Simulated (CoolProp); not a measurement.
Water along the isobar 9.7 bar: density (kg/m³) from the reference equation and from simpler models built on Tc = 647.1 K, pc = 220.6 bar, ω = 0.344; each cubic takes its own stable root.

Computed with CoolProp (reference Helmholtz-energy equation of state, Wagner 2002).

| T (K) | phase | reference | van der Waals | Soave-Redlich-Kwong |
|---|---|---|---|---|
| 396.9 | liquid | 940.4 | 5.528 | 693.4 |
| 411.7 | liquid | ? | 5.310 | 681.9 |
| 426.6 | liquid | 914.0 | 5.108 | 669.5 |
| 441.4 | liquid | 899.4 | 4.923 | 656.5 |
| 456.2 | gas | ? | 4.751 | 4.837 |
| 471.1 | gas | 4.725 | 4.591 | 4.662 |
| 485.9 | gas | 4.545 | 4.442 | 4.501 |
| 500.8 | gas | 4.381 | 4.302 | 4.351 |
| 515.6 | gas | 4.233 | 4.171 | 4.213 |
| 530.4 | gas | 4.097 | 4.049 | 4.083 |
| 545.3 | gas | ? | 3.933 | 3.961 |
| 560.1 | gas | 3.854 | 3.824 | 3.848 |
| 575 | gas | 3.744 | 3.721 | 3.740 |
| 589.8 | gas | 3.641 | 3.623 | 3.639 |
| 604.6 | gas | 3.545 | 3.531 | 3.544 |
| 619.5 | gas | 3.453 | 3.443 | 3.454 |

Task: Some entries are withheld; supply them.

Result: 
- 411.7, reference: 927.8
- 456.2, reference: 4.930
- 545.3, reference: 3.971

At some of these states van der Waals gives the other phase, because its saturation line lies elsewhere.
